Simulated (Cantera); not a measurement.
Input: 1 mol C6H6, 0.055 mol CO2, 40 mol H2, at 2577 °C and 0.0133 bar.

Equilibrium computed with Cantera from the NASA thermochemical tables; the gas is ideal and each condensed phase is pure. Candidate condensed phases: C, C6H6, C7H8, C8H18, H2O; 110 gas species. Rates play no part.

Base state: H 0.549, H2 0.424, C2H2 (acetylene) 0.0167, C3 0.00433, C2H 0.00295, CO 0.00183, C 0.000846, C2 0.000427 (mole fractions); condensed: C(graphite).

**Question.** What changes in the equilibrium state with this change: temperature from 2577 °C to 2477 °C?

**Answer.** 
```json
[
 {"species": "H2", "before": "0.424", "after": "0.543"},
 {"species": "H", "before": "0.549", "after": "0.437"},
 {"species": "C2H2 (acetylene)", "before": "0.0167", "after": "0.0153"},
 {"species": "C3", "before": "0.00433", "after": "0.00127"},
 {"species": "C5", "before": "4.91e-5", "after": "1.01e-5"},
 {"species": "C2", "before": "0.000427", "after": "0.000122"},
 {"species": "C(graphite), mol", "before": "2.62", "after": "3.81"}
]
```

**Question.** What changes in the equilibrium state with this change: CO2 from 0.055 to 0.036 mol?

**Answer.** 
```json
[
 {"species": "H", "before": "0.549", "after": "0.549"},
 {"species": "H2", "before": "0.424", "after": "0.424"},
 {"species": "C2H2 (acetylene)", "before": "0.0167", "after": "0.0167"},
 {"species": "CO", "before": "0.00183", "after": "0.00120"},
 {"species": "CH2", "before": "1.38e-5", "after": "1.38e-5"},
 {"species": "C4H2", "before": "0.000273", "after": "0.000273"},
 {"species": "C2H2 (vinylidene)", "before": "3.65e-5", "after": "3.65e-5"},
 {"species": "C2H", "before": "0.00295", "after": "0.00295"},
 {"species": "CH", "before": "3.70e-5", "after": "3.71e-5"},
 {"species": "C(graphite), mol", "before": "2.62", "after": "2.64"}
]
```
